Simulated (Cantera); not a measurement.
Mixture: H2 : O2 : N2 = 1 : 0.455 : 1.71 (molar parts), equivalence ratio 1.1, at 760 Torr, adiabatic and at constant volume. Ignition delay is the time to a rise of 400 K.

Computed with Cantera and the H2/O2 subset of GRI-Mech 3.0, which has no nitrogen chemistry. Where the delays flatten at high temperature, the 400 K rule measures the pace of heat release, not the induction time.

| quantity | before | after |
|---|---|---|
| delay at 1250 K | 34.5 µs | 81.6 µs |
| delay at 1350 K | 22.9 µs | 60.1 µs |
| delay at 1450 K | 16.9 µs | 50.9 µs |
| delay at 1550 K | 13.7 µs | 48.1 µs |
| delay at 1650 K | 12.0 µs | 49.3 µs |
| delay at 1750 K | 11.4 µs | 53.3 µs |
| delay at 1850 K | 11.5 µs | 59.6 µs |

Question: Which change was made?
A) O2 0.455 to 0.23 parts
B) N2 1.71 to 5 parts
C) pressure from 760 Torr to 3530 Torr
D) constant pressure in place of constant volume

Answer: B, N2 1.71 to 5 parts
